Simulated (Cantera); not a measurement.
An adiabatic, constant-volume homogeneous reactor starts with CO : H2 : CH4 : O2 : N2 = 1 : 1.1 : 0.41 : 1.25 : 4.69 (molar parts), equivalence ratio 1.5, at 1123 K and 9.28 atm. Integrator tolerance rtol = 1e-08.

Computed with Cantera and GRI-Mech 3.0 (53 species, 325 reactions). Above 3000 K some thermodynamic fits are extrapolated.

Task: What does this change do: initial temperature 1123 to 1373 K?

Result: 
```json
[
 {"quantity": "time of steepest temperature rise", "before": "0.268 ms", "after": "16.6 µs"},
 {"quantity": "temperature at 1.00 s", "before": "3020 K", "after": "3120 K"},
 {"quantity": "equilibrium temperature", "before": "3020 K", "after": "3120 K"},
 {"quantity": "x(CO) at 1.00 s", "before": "0.114 (gas-phase equilibrium 0.114)", "after": "0.117 (gas-phase equilibrium 0.117)"},
 {"quantity": "x(H2) at 1.00 s", "before": "0.0468 (gas-phase equilibrium 0.0468)", "after": "0.0485 (gas-phase equilibrium 0.0485)"},
 {"quantity": "x(CH4) at 1.00 s", "before": "2.11e-11 (gas-phase equilibrium 2.45e-11)", "after": "1.39e-11 (gas-phase equilibrium 1.64e-11)"},
 {"quantity": "x(OH) at 1.00 s", "before": "0.00966 (gas-phase equilibrium 0.00966)", "after": "0.0142 (gas-phase equilibrium 0.0142)"},
 {"quantity": "x(CO2) at 1.00 s", "before": "0.0594 (gas-phase equilibrium 0.0594)", "after": "0.0549 (gas-phase equilibrium 0.0549)"},
 {"quantity": "x(H2O) at 1.00 s", "before": "0.181 (gas-phase equilibrium 0.181)", "after": "0.173 (gas-phase equilibrium 0.173)"}
]
```

Task: What does this change do: 0.1 parts C2H6 added?

Result: 
```tsv
quantity	before	after
time of steepest temperature rise	0.268 ms	0.504 ms
temperature at 1.00 s	3020 K	2912 K
equilibrium temperature	3020 K	2912 K
x(CO) at 1.00 s	0.114 (gas-phase equilibrium 0.114)	0.145 (gas-phase equilibrium 0.145)
x(H2) at 1.00 s	0.0468 (gas-phase equilibrium 0.0468)	0.0814 (gas-phase equilibrium 0.0814)
x(CH4) at 1.00 s	2.11e-11 (gas-phase equilibrium 2.45e-11)	2.10e-10 (gas-phase equilibrium 2.36e-10)
x(OH) at 1.00 s	0.00966 (gas-phase equilibrium 0.00966)	0.00452 (gas-phase equilibrium 0.00452)
x(CO2) at 1.00 s	0.0594 (gas-phase equilibrium 0.0594)	0.0424 (gas-phase equilibrium 0.0424)
x(H2O) at 1.00 s	0.181 (gas-phase equilibrium 0.181)	0.172 (gas-phase equilibrium 0.172)
```
